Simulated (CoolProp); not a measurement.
Model: reference Helmholtz-energy equation of state, Lemmon 2006, in CoolProp. It is a short technical equation, of lower accuracy than the large ones.

Question: Give the vapour pressure (kPa), liquid density (kg/m³), vapour density (kg/m³), liquid cp (kJ/(kg K)) of saturated carbon monoxide at 83.4, 105, 108.6 K.

Answer: 
```json
[
 {"T (K)": "83.4", "p (kPa)": "123", "liquid density (kg/m³)": "785", "vapour density (kg/m³)": "5.23", "liquid cp (kJ/(kg K))": "2.15"},
 {"T (K)": "105", "p (kPa)": "774", "liquid density (kg/m³)": "678", "vapour density (kg/m³)": "30.0", "liquid cp (kJ/(kg K))": "2.41"},
 {"T (K)": "108.6", "p (kPa)": "978", "liquid density (kg/m³)": "656", "vapour density (kg/m³)": "38.1", "liquid cp (kJ/(kg K))": "2.51"}
]
```
